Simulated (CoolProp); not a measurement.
Saturation properties of octamethyltrisiloxane (MDM) (Tc = 565.4 K, pc = 14.38 bar, ω = 0.528).

Model: reference Helmholtz-energy equation of state, Thol 2017, in CoolProp.

| T (K) | p (bar) | liquid density (kg/m³) | vapour density (kg/m³) | liquid cp (kJ/(kg K)) | surface tension (mN/m) |
|---|---|---|---|---|---|
| 393.8 | 0.4041 | 713.4 | 3.035 | 2.025 | 8.63 |
| 402.4 | 0.5276 | 703.4 | [?] | 2.048 | 8.00 |
| 411.1 | 0.6811 | 693.0 | 4.992 | 2.072 | 7.38 |
| 419.7 | 0.8652 | 682.6 | 6.282 | 2.095 | 6.78 |
| 428.4 | 1.089 | 671.7 | 7.844 | 2.120 | 6.19 |
| 437 | 1.351 | 660.6 | 9.682 | 2.145 | 5.62 |
| 445.7 | 1.664 | 649.0 | [?] | 2.171 | [?] |
| 454.3 | 2.025 | 637.2 | 14.44 | 2.197 | 4.54 |
| 463 | 2.447 | 624.8 | 17.49 | 2.225 | 4.02 |
| 471.6 | 2.928 | 612.0 | [?] | 2.254 | 3.53 |
| 480.3 | [?] | 598.4 | 25.20 | 2.286 | 3.06 |
| 488.9 | [?] | 584.2 | 30.06 | 2.320 | 2.61 |
| 497.6 | 4.822 | 569.0 | [?] | 2.359 | [?] |

What belongs in the gaps?


- 402.4, vapour density (kg/m³): 3.912
- 445.7, vapour density (kg/m³): 11.88
- 445.7, surface tension (mN/m): 5.07
- 471.6, vapour density (kg/m³): 21.02
- 480.3, p (bar): 3.483
- 488.9, p (bar): 4.108
- 497.6, vapour density (kg/m³): 35.86
- 497.6, surface tension (mN/m): 2.18

It boils at 425.6 K under 1 atm.

Surface tension comes from a separate correlation (Mulero 2014), older than this fluid's equation and unchecked against measurements.
